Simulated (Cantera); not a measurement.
## Equilibrium for iron carbonyl, mercury and lead vapours: PbO + CO + H2 + O2

Feed: 1 mol PbO, 0.71 mol CO, 0.72 mol H2, 0.14 mol O2, held at 2100 Pa.

Cantera equilibrium calculation (NASA polynomials, part measured and part estimated; ideal gas, pure solids and liquids). Candidate condensed phases: C, C6H6, C7H8, C8H18, H2O, Pb, PbO, PbO2, Pb3O4; 113 gas species. Equilibrium is a limit: real reactors are often held back by kinetics, nucleation or transport.

From 850 K to 1350 K the condensed part is Pb(l). From 1400 K to 1450 K nothing is condensed. The main Pb-bearing gas is Pb throughout.

```
T (K)  x CO2  x H2O      x Pb    x H2    x CO  n Pb(l)
-----  -----  -----  --------  ------  ------  -------
850    0.469  0.426   1.52e-5  0.0771  0.0278    1.000
900    0.463  0.432   6.52e-5  0.0715  0.0333    1.000
950    0.458  0.437  0.000240  0.0662  0.0387    1.000
1000   0.452  0.442  0.000771  0.0612  0.0436    0.999
1050   0.447  0.446   0.00222  0.0565  0.0481    0.997
1100   0.442  0.448   0.00577  0.0522  0.0521    0.992
1150   0.434  0.448    0.0138  0.0481  0.0554    0.980
1200   0.424  0.444    0.0306  0.0440  0.0577    0.955
1250   0.406  0.432    0.0637  0.0397  0.0585    0.903
1300   0.377  0.406     0.125  0.0348  0.0571    0.796
1350   0.329  0.357     0.233  0.0288  0.0520    0.565
1400   0.251  0.275     0.410  0.0211  0.0417        0
1450   0.249  0.276     0.410  0.0201  0.0431        0
```
x: gas mole fraction; n: condensed amount in mol.
